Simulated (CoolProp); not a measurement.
R22 along the isobar 150 bar: Z from the reference equation and from simpler models built on Tc = 96.1 °C, pc = 49.90 bar, ω = 0.221; each cubic takes its own stable root.

Model: reference Helmholtz-energy equation of state, Kamei 1995, in CoolProp.

```
T (°C)          phase  reference  van der Waals  Soave-Redlich-Kwong  Peng-Robinson
------  -------------  ---------  -------------  -------------------  -------------
-72.25         liquid     0.5108         0.8289               0.5625         0.5007
-37.55         liquid     0.4625         0.7376               0.5056         0.4494
-2.75          liquid     0.4313         0.6745               0.4705         0.4178
31.95          liquid     0.4138         0.6315               0.4534         0.4029
66.75          liquid     0.4096              ?                    ?         0.4052
101.45  supercritical     0.4227         0.5916               0.4787         0.4308
136.15  supercritical     0.4661         0.5933               0.5373         0.4915
170.95  supercritical     0.5554              ?               0.6331         0.5891
205.65  supercritical     0.6642         0.6459               0.7343         0.6901
```

What belongs in the gaps?


- 66.75, van der Waals: 0.6044
- 66.75, Soave-Redlich-Kwong: 0.4544
- 170.95, van der Waals: 0.6112
